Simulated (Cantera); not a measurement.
Pyrogenic steam for wet oxidation

An isothermal, constant-pressure homogeneous reactor starts with H2 : O2 : N2 = 1.7 : 1 : 4 (molar parts), equivalence ratio 0.85, at 1275 K and 1.00 bar.

Cantera simulation using the H2/O2 subset of GRI-Mech 3.0, which has no nitrogen chemistry; the numbers are that mechanism's predictions, not measurements. The temperature is held fixed by assumption; the heat of reaction is taken as removed at once.

```json
[
 {"t (s)": "1.00e-6", "x H2": "0.254", "x O2": "0.149", "x H2O2": "1.44e-11", "x H2O": "1.87e-9", "x H": "1.04e-8", "x HO2": "1.02e-8", "x OH": "7.34e-10"},
 {"t (s)": "4.33e-6", "x H2": "0.254", "x O2": "0.149", "x H2O2": "2.89e-10", "x H2O": "9.53e-8", "x H": "1.13e-7", "x HO2": "5.17e-8", "x OH": "1.04e-8"},
 {"t (s)": "1.87e-5", "x H2": "0.253", "x O2": "0.149", "x H2O2": "9.66e-8", "x H2O": "0.000184", "x H": "0.000144", "x HO2": "1.41e-5", "x OH": "1.39e-5"},
 {"t (s)": "8.11e-5", "x H2": "0.0127", "x O2": "0.0317", "x H2O2": "8.34e-6", "x H2O": "0.269", "x H": "0.00722", "x HO2": "4.31e-5", "x OH": "0.00278"},
 {"t (s)": "0.000351", "x H2": "0.00100", "x O2": "0.0260", "x H2O2": "2.21e-6", "x H2O": "0.289", "x H": "8.72e-5", "x HO2": "1.76e-5", "x OH": "0.000489"},
 {"t (s)": "0.00152", "x H2": "6.79e-5", "x O2": "0.0256", "x H2O2": "3.41e-7", "x H2O": "0.290", "x H": "1.57e-6", "x HO2": "2.22e-6", "x OH": "0.000129"},
 {"t (s)": "0.00658", "x H2": "3.77e-6", "x O2": "0.0256", "x H2O2": "5.53e-8", "x H2O": "0.291", "x H": "3.82e-8", "x HO2": "1.75e-7", "x OH": "4.48e-5"},
 {"t (s)": "0.0285", "x H2": "4.78e-7", "x O2": "0.0256", "x H2O2": "1.13e-8", "x H2O": "0.291", "x H": "2.49e-9", "x HO2": "2.82e-8", "x OH": "1.91e-5"},
 {"t (s)": "0.123", "x H2": "1.37e-7", "x O2": "0.0256", "x H2O2": "3.22e-9", "x H2O": "0.291", "x H": "3.94e-10", "x HO2": "1.16e-8", "x OH": "9.90e-6"},
 {"t (s)": "0.534", "x H2": "1.01e-7", "x O2": "0.0256", "x H2O2": "2.11e-9", "x H2O": "0.291", "x H": "2.37e-10", "x HO2": "1.04e-8", "x OH": "7.92e-6"},
 {"t (s)": "2.31", "x H2": "1.01e-7", "x O2": "0.0256", "x H2O2": "2.10e-9", "x H2O": "0.291", "x H": "2.36e-10", "x HO2": "1.04e-8", "x OH": "7.90e-6"},
 {"t (s)": "10.0", "x H2": "1.01e-7", "x O2": "0.0256", "x H2O2": "2.10e-9", "x H2O": "0.291", "x H": "2.36e-10", "x HO2": "1.04e-8", "x OH": "7.90e-6"}
]
```
x: mole fraction; the columns are a selection and need not sum to one.

Equilibrium at this temperature and pressure: H2 1.01e-7, O2 0.0256, H2O2 2.10e-9, H2O 0.291, H 2.36e-10, HO2 1.04e-8, OH 7.90e-6 (gas phase only).
